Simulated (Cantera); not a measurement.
Charge: 1 mol FeS, 2.7 mol O2, 0.48 mol H2O, at 0.520 bar.

Cantera equilibrium calculation (NASA polynomials, part measured and part estimated; ideal gas, pure solids and liquids). Candidate condensed phases: Fe, FeO, Fe(OH)2, Fe(OH)3, FeS, FeSO4, FeS2, Fe2O3, Fe2(SO4)3, Fe3O4, H2O, H2SO4, S; 22 gas species. The numbers say what is thermodynamically allowed, not how fast it happens.

**Question.** Which condensed phases are stable at each of these points (T (K)): 773, 873, 973, 1073, 1173, 1273, 1373?

**Answer.** 
```csv
T (K),condensed phases,Fe condensed (%)
773,Fe2O3(s) + Fe2(SO4)3(s),100.0
873,Fe2O3(s) + Fe2(SO4)3(s),100.0
973,Fe2O3(s),100.0
1073,Fe2O3(s),100.0
1173,Fe2O3(s),100.0
1273,Fe2O3(s),100.0
1373,Fe2O3(s),100.0
```

From 773 K to 873 K the condensed part is Fe2O3(s) + Fe2(SO4)3(s). From 973 K to 1373 K the condensed part is Fe2O3(s).
